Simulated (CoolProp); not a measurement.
Vapour-liquid equilibrium of hydrogen chloride (1) + propane (2) at 0.571 MPa; x and y are mole fractions of (1).

Values from CoolProp's multi-fluid Helmholtz-energy mixture model, Thol 2018 and Lemmon 2009; pair parameters Bell 2016.

| x | bubble temperature (°C) | y at the bubble point | dew temperature at overall composition x (°C) | liquid density (mol/L) |
|---|---|---|---|---|
| 0.05 | -5.7 | 0.310 | 4.4 | 12.48 |
| 0.15 | … | 0.628 | 0.7 | 13.73 |
| 0.25 | -31.6 | 0.757 | -3.2 | 14.90 |
| 0.35 | -36.9 | 0.817 | -7.5 | 16.09 |
| 0.45 | -40.0 | 0.851 | -12.3 | 17.38 |
| 0.55 | … | 0.874 | -17.6 | … |
| 0.65 | -43.6 | 0.892 | -23.7 | 20.52 |
| 0.75 | -44.8 | 0.911 | -31.1 | 22.54 |
| 0.85 | … | 0.936 | -39.9 | 25.00 |
| 0.95 | … | 0.973 | -46.6 | 28.03 |

Problem. What belongs in the gaps?

Solution. 
- 0.15, bubble temperature (°C): -22.3
- 0.55, bubble temperature (°C): -42.1
- 0.55, liquid density (mol/L): 18.83
- 0.85, bubble temperature (°C): -46.1
- 0.95, bubble temperature (°C): -47.3

No azeotrope shows between x = 0.05 and 0.95.

Pair parameters are fitted to limited data, so mixtures are less certain than the pure fluids. With so large a gap from Raoult's law the liquid may split in two, which this calculation doesn't test in full.
